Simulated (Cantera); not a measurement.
A freely propagating, adiabatic, planar premixed flame of CH₄ : O₂ : N₂ = 1 : 2.9 : 10.9 (molar parts), equivalence ratio 0.69, unburnt at 548 K and 1.00 bar; mixture-averaged transport, grid criteria slope 0.08 and curve 0.16, no radiation.

Computed with Cantera and GRI-Mech 3.0 (53 species, 325 reactions). Burning velocities carry a grid error of a few per cent, more on coarse grids.

How do the results move with these cheaper or finer settings: unity-Lewis-number transport; multicomponent transport; multicomponent+Soret transport; grid criteria slope 0.5, curve 1; grid criteria slope 0.25, curve 0.5; grid criteria slope 0.03, curve 0.06?


```json
[
 {"setting": "as above", "laminar burning velocity": "69.0 cm/s", "thermal thickness": "0.449 mm", "peak x(C₂H₄)": "0.000216", "peak x(CH₂)": "1.65e-5", "grid points": "132"},
 {"setting": "unity-Lewis-number transport", "laminar burning velocity": "61.2 cm/s", "thermal thickness": "0.443 mm", "peak x(C₂H₄)": "0.000156", "peak x(CH₂)": "1.74e-5", "grid points": "136"},
 {"setting": "multicomponent transport", "laminar burning velocity": "69.6 cm/s", "thermal thickness": "0.453 mm", "peak x(C₂H₄)": "0.000221", "peak x(CH₂)": "1.66e-5", "grid points": "133"},
 {"setting": "multicomponent+Soret transport", "laminar burning velocity": "68.3 cm/s", "thermal thickness": "0.456 mm", "peak x(C₂H₄)": "0.000216", "peak x(CH₂)": "1.62e-5", "grid points": "132"},
 {"setting": "grid criteria slope 0.5, curve 1", "laminar burning velocity": "75.8 cm/s", "thermal thickness": "0.487 mm", "peak x(C₂H₄)": "0.000223", "peak x(CH₂)": "1.62e-5", "grid points": "37"},
 {"setting": "grid criteria slope 0.25, curve 0.5", "laminar burning velocity": "72.0 cm/s", "thermal thickness": "0.461 mm", "peak x(C₂H₄)": "0.000216", "peak x(CH₂)": "1.64e-5", "grid points": "57"},
 {"setting": "grid criteria slope 0.03, curve 0.06", "laminar burning velocity": "67.9 cm/s", "thermal thickness": "0.445 mm", "peak x(C₂H₄)": "0.000217", "peak x(CH₂)": "1.65e-5", "grid points": "343"}
]
```
The base run took roughly 17 core-seconds.
Unity Lewis numbers drop preferential diffusion, which matters most where H2 and H carry the flame; Soret adds thermal diffusion.
